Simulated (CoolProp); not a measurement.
A single-stage vapour-compression cycle with R141b: evaporating at 267.15 K (dew point), condensing at 292.15 K (bubble point), superheat 2 K, subcooling 2 K, compressor efficiency 0.7, no pressure losses. Each further row changes one setting.

Model: reference Helmholtz-energy equation of state, Lemmon 2006, in CoolProp. It is a short technical equation, of lower accuracy than the large ones.

```csv
case,cooling COP,pressure ratio,discharge temperature (K),refrigerating effect (kJ/kg),volumetric capacity (kJ/m³)
as stated,7.04,2.95,311.5,216,242
evaporating temperature 272.15 K,9.10,…,307.5,…,306
condensing temperature 287.15 K,8.93,2.42,303.6,221,249
subcooling 7 K,7.23,2.95,311.5,221,249
superheat 12 K,7.01,2.95,322.1,…,241
compressor efficiency 0.6,6.03,2.95,317.8,216,242
```

### Question
What belongs in the gaps?

### Answer

- evaporating temperature 272.15 K, pressure ratio: 2.33
- evaporating temperature 272.15 K, refrigerating effect (kJ/kg): 219
- superheat 12 K, refrigerating effect (kJ/kg): 223
